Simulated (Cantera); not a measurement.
Mixture: CO : H₂ : O₂ : N₂ = 1 : 0.15 : 0.261 : 0.862 (molar parts), at 0.987 atm, adiabatic and at constant pressure. Ignition delay is the time to a rise of 400 K.

Computed with Cantera and GRI-Mech 3.0 (53 species, 325 reactions). Where the delays flatten at high temperature, the 400 K rule measures the pace of heat release, not the induction time.

**Question.** Predict: delay at 1273 K; delay at 1423 K; delay at 1573 K; delay at 1723 K; delay at 1873 K.

**Answer.** 
| Property | Result |
|---|---|
| delay at 1273 K | 65.4 µs |
| delay at 1423 K | 45.3 µs |
| delay at 1573 K | 39.4 µs |
| delay at 1723 K | 40.7 µs |
| delay at 1873 K | 45.6 µs |
